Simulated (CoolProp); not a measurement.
Properties of R113 along the isobar 2.46 MPa.

Values from CoolProp's reference Helmholtz-energy equation of state, Marx 1992.

```csv
T (°C),phase,cp (kJ/(kg K)),speed of sound (m/s),Joule-Thomson coefficient (K/MPa),isothermal compressibility (1/MPa)
8.85,liquid,0.9008,765.3,-0.4131,0.001458
30.65,liquid,?,694.3,-0.3784,0.001815
52.45,liquid,0.9409,626.2,-0.3339,0.002299
74.25,liquid,0.9640,?,-0.2752,0.002977
96.05,liquid,0.9904,495.6,-0.1945,0.003977
117.85,liquid,1.022,430.9,-0.07696,0.005563
139.65,liquid,1.064,364.2,0.1102,0.008374
161.45,liquid,1.131,292.3,0.4581,0.01445
183.25,liquid,1.289,206.1,1.375,0.03551
205.05,gas,1.109,100.5,17.37,?
226.85,gas,0.9779,114.8,12.75,0.6088
```

Question: Some entries are withheld; supply them.

Answer: 
- 30.65, cp (kJ/(kg K)): 0.9199
- 74.25, speed of sound (m/s): 560.3
- 205.05, isothermal compressibility (1/MPa): 0.7619
